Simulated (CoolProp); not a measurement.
Vapour-liquid equilibrium of R113 (1) + n-heptane (2) at 2.46 bar; x and y are mole fractions of (1).

Model: multi-fluid Helmholtz-energy mixture model, Marx 1992 and Span 2003; pair parameters Bell 2016, in CoolProp.

```tsv
x	bubble temperature, mixture model (K)	bubble temperature, Raoult's law (K)	y, mixture model	y, Raoult's law
0.05	399.1	399.9	0.163	0.159
0.125	391.5	393.2	0.353	0.346
0.2	384.9	387.3	0.495	0.488
0.275	379.3	382.0	0.601	0.598
0.35	374.5	377.3	0.682	0.684
0.425	370.4	373.0	0.744	0.752
0.5	366.8	369.2	0.795	0.808
0.575	363.7	365.7	0.837	0.853
0.65	360.9	362.5	0.872	0.890
0.725	358.3	359.5	0.903	0.922
0.8	356.0	356.8	0.931	0.948
0.875	353.8	354.2	0.958	0.970
0.95	351.7	351.9	0.983	0.989
```

The largest gap from Raoult's law is -2.8 K in bubble temperature, at x = 0.35. No azeotrope shows between x = 0.05 and 0.95.

The pair parameters rest on a limited set of measurements; away from them the model extrapolates.
